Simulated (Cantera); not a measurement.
Input (Python, Cantera) and output of one run.

```python
import numpy as np
import cantera as ct

gas_names = """
    B BH BH2 BH3 BN BO BO2 B2 B2O B2O2 B2O3 B3O3H3 H HBO HBO2 HNO HNO2 HNO3 HO2 H2 H2O H2O2 H3B3O6 N NH
    NH2 NH3 NH2OH NO NO2 NO3 N2 N2H2 N2H4 N2O O OH O2 O3
""".split()
cond_names = """
    B(b) B(L) BN(s) B2O3(L) B3O3H3(cr) H2O(s) H2O(L)
""".split()


def load(file, names, dense=False):
    # The tables refer to 1 bar. Condensed volumes are neglected.
    table = {s.name: s for s in ct.Species.list_from_file(file)}
    out = []
    for n in names:
        d = dict(table[n].input_data)
        d["thermo"] = dict(d["thermo"], **{"reference-pressure": 1e5})
        if dense:
            d["equation-of-state"] = {"model": "constant-volume", "density": "1e6 g/cm^3"}
        out.append(ct.Species.from_dict(d))
    return out


gas = ct.Solution(thermo="ideal-gas", species=load("nasa_gas.yaml", gas_names))
cond = {s.name: ct.Solution(thermo="fixed-stoichiometry", species=[s], name=s.name)
        for s in load("nasa_condensed.yaml", cond_names, dense=True)}
atoms = {
    'BN': {'B': 1, 'N': 1},
    'O2': {'O': 2},
    'H2': {'H': 2},
}
top_T = {'BN(s)': 3200}  # K; cautious upper limits of use, not melting points


def equilibrate(T, P, feed):
    n = {}
    for name, mol in feed.items():
        for a, k in atoms[name].items():
            n[a] = n.get(a, 0.0) + k * mol
    gas.TPX = T, P, n
    mass = sum(n.values()) * gas.mean_molecular_weight
    gas.equilibrate("TP")
    valid = [c for c in cond.values() if c.min_temp <= T <= top_T.get(c.name, c.max_temp)]
    mix = ct.Mixture([(gas, mass / gas.mean_molecular_weight)] + [(c, 0.0) for c in valid])
    mix.T, mix.P = T, P
    mix.equilibrate("TP", solver="vcs", rtol=1e-11, max_steps=5000)
    return mix


results = []
feed = {'BN': 1, 'O2': 0.1, 'H2': 52}  # mol
T = 1348.15  # K
P = 370  # Pa
mix = equilibrate(T, P, feed)
results.append((T, P, feed, dict(zip(mix.species_names, mix.species_moles))))
x = sorted(zip(gas.X, gas.species_names), reverse=True)
print(f"T = {T:g} K  P = {P:g} Pa  gas = {mix.phase_moles(0):.4g} mol")
print("   x: " + "  ".join(f"{s} {v:.3e}" for v, s in x if v > 1e-05))
print("   condensed (mol): " + ("  ".join(f"{mix.phase(i).name} {mix.phase_moles(i):.4g}"
      for i in range(1, mix.n_phases) if mix.phase_moles(i) > 1e-12) or "none"))
```

Output:

```
T = 1348.15 K  P = 370 Pa  gas = 52.14 mol
   x: H2 9.961e-01  HBO 1.337e-03  N2 1.310e-03  HBO2 9.310e-04  B2O3 1.521e-04  H2O 1.325e-04  H 3.805e-05  B2O2 2.118e-05
   condensed (mol): BN(s) 0.8634
```

Method: chemical equilibrium by Gibbs-energy minimisation in Cantera with the NASA 1993 tables (ideal gas, pure condensed phases).
